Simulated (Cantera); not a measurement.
Charge: 1 mol HCl, a varied amount of O₂, 16 mol N₂, at 3223.15 K and 50.3 Torr.

Method: chemical equilibrium by Gibbs-energy minimisation in Cantera with the NASA 1993 tables (ideal gas, pure condensed phases). Candidate condensed phases: H₂O, NH₄Cl; 29 gas species. Kinetics and transport are ignored.

x: gas mole fraction; nothing condenses.

```csv
n(O₂) (mol),x N₂,x O,x Cl,x H,x NO
0.053,0.888,0.00475,0.0527,0.0488,0.000758
0.074,0.886,0.00660,0.0526,0.0486,0.00105
0.1,0.884,0.00886,0.0524,0.0483,0.00141
0.14,0.880,(withheld),0.0523,0.0479,(withheld)
0.2,0.874,0.0173,0.0520,0.0474,0.00274
0.27,0.868,0.0230,0.0517,0.0468,0.00362
0.38,0.859,(withheld),0.0512,0.0459,(withheld)
0.53,0.846,0.0425,0.0506,0.0448,0.00662
0.73,0.831,0.0562,0.0498,0.0434,0.00868
1,0.811,0.0732,0.0487,0.0417,0.0112
```

### Question
Some entries are withheld; supply them.

### Answer

- 0.14, x O: 0.0123
- 0.14, x NO: 0.00195
- 0.38, x O: 0.0315
- 0.38, x NO: 0.00494
